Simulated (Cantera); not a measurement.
Charge: 1 mol Si₃N₄, a varied amount of C, 0.27 mol H₂, equilibrated at 2450 °C and 1.33 mbar.

Cantera equilibrium calculation (NASA polynomials, part measured and part estimated; ideal gas, pure solids and liquids). Candidate condensed phases: C, C₆H₆, C₇H₈, C₈H₁₈, Si, SiC, Si₃N₄; 105 gas species. The tables' values for SiN are old estimates; treat these amounts as uncertain. The numbers say what is thermodynamically allowed, not how fast it happens.

x: gas mole fraction; nothing condenses.

```csv
n(C) (mol),x Si,x N₂,x H,x SiC₂,x CN,x Si₂C
0.024,0.539,0.362,0.0916,0.00121,0.000645,…
0.13,0.529,0.361,0.0912,0.00906,0.00178,…
0.23,0.520,0.361,0.0909,0.0170,0.00246,…
0.34,0.510,0.360,0.0906,0.0259,0.00306,…
0.44,0.501,0.360,0.0904,0.0340,0.00354,…
0.55,0.491,0.359,0.0902,0.0430,0.00402,0.00396
0.65,0.482,0.359,0.0900,0.0512,0.00442,0.00420
```

Task: What belongs in the gaps?

Result: 
- 0.024, x Si₂C: 0.000764
- 0.13, x Si₂C: 0.00203
- 0.23, x Si₂C: 0.00271
- 0.34, x Si₂C: 0.00325
- 0.44, x Si₂C: 0.00363
